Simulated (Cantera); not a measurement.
Input: 1 mol Mg(OH)2, 0.66 mol CO2, held at 0.650 bar.

Method: chemical equilibrium by Gibbs-energy minimisation in Cantera with the NASA 1993 tables (ideal gas, pure condensed phases). Candidate condensed phases: C, C6H6, C7H8, C8H18, H2O, Mg, MgCO3, MgO, Mg(OH)2; 116 gas species. Rates play no part.

Q: At 1900 K, list the 7 most abundant gas species with their mole fractions, and the condensed phases.

A: H2O 0.598, CO2 0.391, CO 0.00485, O2 0.00301, H2 0.00176, OH 0.00115, H 4.13e-5. Condensed: MgO(s).
